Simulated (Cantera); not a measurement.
**Stirred combustor or abatement burner**

A perfectly stirred reactor is fed with 9.51 % CH₄, 19.0 % O₂, 71.5 % N₂, at 1.01 bar; it is adiabatic with a 675 K inlet, and is followed from long to short residence time, starting on the burning branch (τ in s: 0.49, 0.13, 0.033, 0.0087, 0.0023, 0.00059, 0.00015, 4e-05, 1e-05).

Detailed kinetics in Cantera: GRI-Mech 3.0 (53 species, 325 reactions).

```
τ (s)    T (K)     x CH₄     x O₂     x CH₃    x HCN       x O      x NO   x H₂O₂
-------  -----  --------  -------  --------  -------  --------  --------  -------
0.49      2400   3.45e-7  0.00880   2.17e-7  7.15e-8  0.000826   0.00348  9.41e-8
0.13      2397   1.26e-6  0.00915   7.85e-7  2.25e-7  0.000870   0.00302  9.57e-8
0.033     2386   4.49e-6   0.0101   2.75e-6  5.41e-7   0.00101   0.00207  9.98e-8
0.0087    2352   1.38e-5   0.0122   8.06e-6  8.52e-7   0.00141   0.00110  1.08e-7
0.0023    2279   3.81e-5   0.0157   2.03e-5  1.03e-6   0.00232  0.000498  1.29e-7
0.00059   2172  0.000111   0.0202   5.13e-5  1.25e-6   0.00384  0.000209  1.80e-7
0.00015   2052  0.000390   0.0261  0.000152  1.97e-6   0.00520   9.09e-5  2.70e-7
4.0e-5    1906   0.00223   0.0409  0.000708  5.30e-6   0.00380   3.33e-5  4.60e-7
1.0e-5     675    0.0951    0.190    <1e-12   <1e-12    <1e-12    <1e-12   <1e-12
```
x: mole fraction; the columns are a selection and need not sum to one.
